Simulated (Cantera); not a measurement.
# Silicon carbide growth: CH3SiH3 + C2H4 + H2 + HCl

A closed system holds: 1 mol CH3SiH3, 0.0058 mol C2H4, 7.7 mol H2, 0.18 mol HCl, held at 1998.15 K.

Cantera equilibrium calculation (NASA polynomials, part measured and part estimated; ideal gas, pure solids and liquids). Candidate condensed phases: C, C6H6, C7H8, C8H18, Si, SiC; 109 gas species. The feed counts by its element totals alone. The tables' values for SiCl are old estimates; treat these amounts as uncertain. Equilibrium is a limit: real reactors are often held back by kinetics, nucleation or transport.

From 1.00 mbar to 3.20 mbar the condensed part is C(graphite) + SiC(s). From 10.0 mbar to 1.00 bar the condensed part is SiC(s). The main Si-bearing gas is Si at 1.00 mbar and SiCl2 at 1.00 bar.

| P (Pa) | x H2 | x H | x HCl | x Si | x C2H2 (acetylene) | x Cl | x CH4 | x SiC2 | n C(graphite) | n SiC(s) |
|---|---|---|---|---|---|---|---|---|---|---|
| 100 | 0.932 | 0.0490 | 0.0154 | 0.00232 | 0.000707 | 0.000602 | 3.70e-7 | 9.52e-5 | 0.0227 | 0.970 |
| 320 | 0.954 | 0.0277 | 0.0158 | 0.000725 | 0.000724 | 0.000343 | 1.24e-6 | 2.98e-5 | 0.00442 | 0.990 |
| 1000 | 0.967 | 0.0158 | 0.0161 | 0.000241 | 0.000679 | 0.000196 | 3.84e-6 | 9.16e-6 | 0 | 0.996 |
| 3200 | 0.974 | 0.00886 | 0.0163 | 8.09e-5 | 0.000594 | 0.000110 | 1.16e-5 | 2.67e-6 | 0 | 0.998 |
| 10000 | 0.978 | 0.00502 | 0.0163 | 2.69e-5 | 0.000553 | 6.25e-5 | 3.52e-5 | 8.22e-7 | 0 | 0.999 |
| 32000 | 0.980 | 0.00281 | 0.0164 | 8.79e-6 | 0.000506 | 3.50e-5 | 0.000108 | 2.45e-7 | 0 | 0.999 |
| 100000 | 0.981 | 0.00159 | 0.0164 | 3.15e-6 | 0.000405 | 1.98e-5 | 0.000303 | 7.02e-8 | 0 | 0.999 |
x: gas mole fraction; n: condensed amount in mol.
